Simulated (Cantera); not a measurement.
Feed: 1 mol Fe2O3, 2.7 mol H2S, 2.1 mol H2O, held at 1373 K and 0.260 bar.

Cantera equilibrium calculation (NASA polynomials, part measured and part estimated; ideal gas, pure solids and liquids). Candidate condensed phases: Fe, FeO, Fe(OH)2, Fe(OH)3, FeS, FeSO4, FeS2, Fe2O3, Fe2(SO4)3, Fe3O4, H2O, H2SO4, S; 22 gas species. FeS: taken at fixed stoichiometry. The numbers say what is thermodynamically allowed, not how fast it happens.

Base state: H2O 0.840, SO2 0.0649, H2 0.0484, H2S 0.0252, S2 0.0206, S2O 0.000509, SO 0.000473, SH 0.000295 (mole fractions); condensed: FeS(s).

### Question
What changes in the equilibrium state with this change: Fe2O3 replaced by FeS2?

### Answer
| species | before | after |
|---|---|---|
| H2O | 0.840 | 0.355 |
| H2S | 0.0252 | 0.281 |
| H2 | 0.0484 | 0.186 |
| S2 | 0.0206 | 0.174 |
| SO2 | 0.0649 | 0.00228 |
| SH | 0.000295 | 0.00168 |
| SO | 0.000473 | 0.000151 |
| S2O | 0.000509 | 0.000472 |
| FeS(s), mol | 2.00 | 1.00 |

### Question
What changes in the equilibrium state with this change: H2S from 2.7 to 0.13 mol?

### Answer
```json
[
 {"species": "H2O", "before": "0.840", "after": "0.926"},
 {"species": "SO2", "before": "0.0649", "after": "0.0534"},
 {"species": "H2", "before": "0.0484", "after": "0.0195"},
 {"species": "H2S", "before": "0.0252", "after": "0.00111"},
 {"species": "S2", "before": "0.0206", "after": "0.000247"},
 {"species": "S2O", "before": "0.000509", "after": "1.67e-5"},
 {"species": "SH", "before": "0.000295", "after": "2.05e-5"},
 {"species": "FeS(s), mol", "before": "2.00", "after": "0"},
 {"species": "Fe3O4(s), mol", "before": "0", "after": "0.667"}
]
```
